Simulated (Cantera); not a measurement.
Mixture: C3H8 : O2 : N2 = 1 : 6.25 : 23.5 (molar parts), at 1200000 Pa, adiabatic and at constant volume. Ignition delay is the time to a rise of 400 K.

Model: GRI-Mech 3.0 (53 species, 325 reactions), integrated in Cantera. GRI-Mech 3.0 was tuned for natural gas; its chemistry of propane as a main component is partial and can be far from experiment. The pressure lies above the range GRI-Mech 3.0 was tuned for (to about 10 atm).

### Question
Predict: delay at 1200 K; delay at 1400 K; delay at 1600 K; delay at 1800 K; delay at 2000 K; apparent activation energy between 1800 and 2000 K.

### Answer
| Item | Result |
|---|---|
| delay at 1200 K | 1.36 ms |
| delay at 1400 K | 55.7 µs |
| delay at 1600 K | 6.24 µs |
| delay at 1800 K | 1.64 µs |
| delay at 2000 K | 0.725 µs |
| apparent activation energy between 1800 and 2000 K | 120 kJ/mol |
